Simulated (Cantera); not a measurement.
Cantera run, input and output.

```python
import numpy as np
import cantera as ct

gas = ct.Solution("gri30.yaml")
gas.TPX = 700, 140000, {'CH4': 1, 'C2H6': 0.16, 'C3H8': 0.73, 'O2': 11.9, 'N2': 44.9}
inlet = ct.Reservoir(gas, clone=True)
gas.equilibrate("HP")  # start burning
reactor = ct.IdealGasConstPressureReactor(gas, energy="on", clone=False)
exhaust = ct.Reservoir(gas, clone=True)
tau = [0.069, 0.031, 0.014, 0.0062, 0.0028, 0.0012, 0.00056, 0.00025, 0.00011, 5.1e-05][0]
for a, b in ((inlet, reactor), (reactor, exhaust)):
    ct.MassFlowController(a, b, mdot=lambda t: reactor.mass / tau)
net = ct.ReactorNet([reactor])
show = ['CH4', 'C2H6', 'C3H8', 'NO2', 'N2O', 'H2O2', 'C2H']

rows = []
print(f"{'tau/s':>10s}{'T/K':>9s}" + "".join(f"{s:>11s}" for s in show))
for tau in [0.069, 0.031, 0.014, 0.0062, 0.0028, 0.0012, 0.00056, 0.00025, 0.00011, 5.1e-05]:
    net.initial_time = 0.0
    net.advance(30 * tau)
    before = gas.X
    net.advance(40 * tau)
    drift = np.max(np.abs(gas.X - before) / (gas.X + 1e-9))
    rows.append([gas.T, *gas[show].X, drift])
    print(f"{tau:10.3e}{gas.T:9.1f}" + "".join(f"{x:11.3e}" for x in gas[show].X))
```

Result:

```
     tau/s      T/K        CH4       C2H6       C3H8        NO2        N2O       H2O2        C2H
 6.900e-02   1856.4  2.747e-06  9.213e-08  4.033e-07  7.720e-08  5.709e-07  7.114e-08  1.093e-09
 3.100e-02   1852.0  4.605e-06  1.651e-07  7.392e-07  6.139e-08  7.382e-07  9.435e-08  1.807e-09
 1.400e-02   1845.2  7.618e-06  2.875e-07  1.305e-06  4.736e-08  8.717e-07  1.273e-07  2.833e-09
 6.200e-03   1834.4  1.279e-05  5.004e-07  2.276e-06  3.384e-08  9.192e-07  1.738e-07  4.271e-09
 2.800e-03   1818.2  2.153e-05  8.591e-07  3.873e-06  2.295e-08  8.738e-07  2.354e-07  6.059e-09
 1.200e-03   1792.1  3.884e-05  1.561e-06  6.901e-06  1.487e-08  7.658e-07  3.257e-07  8.323e-09
 5.600e-04   1757.4  6.994e-05  2.799e-06  1.210e-05  1.016e-08  6.502e-07  4.402e-07  1.064e-08
 2.500e-04   1703.8  1.461e-04  5.775e-06  2.436e-05  6.612e-09  5.209e-07  6.232e-07  1.364e-08
 1.100e-04   1614.8  4.223e-04  1.643e-05  6.774e-05  3.564e-09  3.448e-07  9.836e-07  1.875e-08
 5.100e-05    700.0  1.704e-02  2.726e-03  1.244e-02 -3.474e-21 -1.787e-21  1.374e-18  1.084e-39
```

Detailed kinetics in Cantera: GRI-Mech 3.0 (53 species, 325 reactions). GRI-Mech 3.0 was tuned for natural gas; its chemistry of propane as a main component is partial and can be far from experiment.
